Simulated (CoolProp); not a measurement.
Model: reference Helmholtz-energy equation of state, Lemmon 2006, in CoolProp. It is a short technical equation, of lower accuracy than the large ones.

Question: For carbonyl sulfide, give the phase and the cp (kJ/(kg K)), speed of sound (m/s), Joule-Thomson coefficient (K/MPa) at 375.6 K and 9000 kPa; 474.2 K and 9000 kPa.

Answer: 
- 375.6 K and 9000 kPa: liquid; cp 2.00, speed of sound 361, Joule-Thomson coefficient 1.43
- 474.2 K and 9000 kPa: supercritical; cp 1.19, speed of sound 246, Joule-Thomson coefficient 6.77
